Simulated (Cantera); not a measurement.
Feed: 1 mol toluene, 0.19 mol CO2, 33 mol N2, at 1248 K and 99.0 Pa.

Equilibrium computed with Cantera from the NASA thermochemical tables; the gas is ideal and each condensed phase is pure. Candidate condensed phases: C, C6H6, C7H8, C8H18, H2O; 136 gas species. Kinetics and transport are ignored.

Base state: N2 0.883, H2 0.107, CO 0.0102, HCN 3.82e-5 (mole fractions); condensed: C(graphite).

Q: What changes in the equilibrium state with this change: temperature from 1248 K to 1998.15 K?

A: 
```json
[
 {"species": "N2", "before": "0.883", "after": "0.874"},
 {"species": "H2", "before": "0.107", "after": "0.0959"},
 {"species": "H", "before": "4.85e-6", "after": "0.0158"},
 {"species": "CO", "before": "0.0102", "after": "0.0101"},
 {"species": "CN", "before": "<1e-9", "after": "1.64e-5"},
 {"species": "C2H2 (acetylene)", "before": "2.60e-8", "after": "7.28e-5"},
 {"species": "HNC", "before": "2.41e-7", "after": "0.000240"},
 {"species": "HCN", "before": "3.82e-5", "after": "0.00424"},
 {"species": "C(graphite), mol", "before": "6.81", "after": "6.64"}
]
```

Q: What changes in the equilibrium state with this change: temperature from 1248 K to 2523 K?

A: 
| species | before | after |
|---|---|---|
| N2 | 0.883 | 0.812 |
| H | 4.85e-6 | 0.138 |
| H2 | 0.107 | 0.0243 |
| HCN | 3.82e-5 | 0.0105 |
| CO | 0.0102 | 0.00944 |
| CN | <1e-9 | 0.00357 |
| C3 | <1e-9 | 0.000716 |
| C | <1e-9 | 0.000230 |
| C(graphite), mol | 6.81 | 6.05 |
